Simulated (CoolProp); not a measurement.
A simple Rankine cycle with R245fa: condensing at 332.15 K, boiler at 2.67 MPa, turbine inlet 411.9 K, turbine efficiency 0.9, pump efficiency 0.6, no recuperator. Each further row changes one setting.

Model: reference Helmholtz-energy equation of state, Akasaka 2015, in CoolProp.

```json
[
 {"case": "as stated", "thermal efficiency (%)": "12.2", "net work (kJ/kg)": "25.7", "heat in (kJ/kg)": "211", "turbine exit temperature (K)": "347.3", "volume ratio over the turbine": "7.86"},
 {"case": "turbine inlet 431.9 K", "thermal efficiency (%)": "12.4", "net work (kJ/kg)": "30.2", "heat in (kJ/kg)": "244", "turbine exit temperature (K)": "375.1", "volume ratio over the turbine": "6.86"},
 {"case": "condensing temperature 324.15 K", "thermal efficiency (%)": "13.4", "net work (kJ/kg)": "29.7", "heat in (kJ/kg)": "222", "turbine exit temperature (K)": "341.4", "volume ratio over the turbine": "9.97"},
 {"case": "boiler pressure 1.87 MPa", "thermal efficiency (%)": "10.5", "net work (kJ/kg)": "24.4", "heat in (kJ/kg)": "232", "turbine exit temperature (K)": "368.9", "volume ratio over the turbine": "4.55"},
 {"case": "turbine efficiency 0.8", "thermal efficiency (%)": "10.7", "net work (kJ/kg)": "22.5", "heat in (kJ/kg)": "211", "turbine exit temperature (K)": "350.4", "volume ratio over the turbine": "7.96"}
]
```
